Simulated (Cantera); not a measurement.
# Boron, boron nitride and boron oxide: BF3 + O2 + N2

Input: 1 mol BF3, 0.64 mol O2, a varied amount of N2, held at 1325 °C and 49000 Pa.

Method: chemical equilibrium by Gibbs-energy minimisation in Cantera with the NASA 1993 tables (ideal gas, pure condensed phases). Candidate condensed phases: B, BN, B2O3; 31 gas species. Equilibrium is a limit: real reactors are often held back by kinetics, nucleation or transport.

From 11 mol N2 to 80 mol N2 nothing is condensed. The main B-bearing gas is BF3 throughout.

```csv
n(N2) (mol),log p N2,log p BF3,log p O2,log p NO,log p F,log p BOF,log p O,log p BOF2
11,-0.37,-1.41,-1.61,-3.32,-4.75,-5.08,-5.65,-5.88
14,-0.36,-1.50,-1.70,-3.36,-4.80,-5.13,-5.70,-5.97
19,-0.35,-1.62,-1.82,-3.41,-4.86,-5.18,-5.76,-6.09
25,-0.34,-1.74,-1.94,-3.46,-4.91,-5.24,-5.82,-6.20
34,-0.33,-1.86,-2.06,-3.52,-4.98,-5.30,-5.88,-6.33
45,-0.33,-1.98,-2.18,-3.58,-5.04,-5.36,-5.94,-6.44
60,-0.32,-2.10,-2.30,-3.64,-5.10,-5.42,-6.00,-6.57
80,-0.32,-2.22,-2.43,-3.70,-5.16,-5.48,-6.06,-6.69
```
log p: log10 of the partial pressure in bar; nothing condenses.
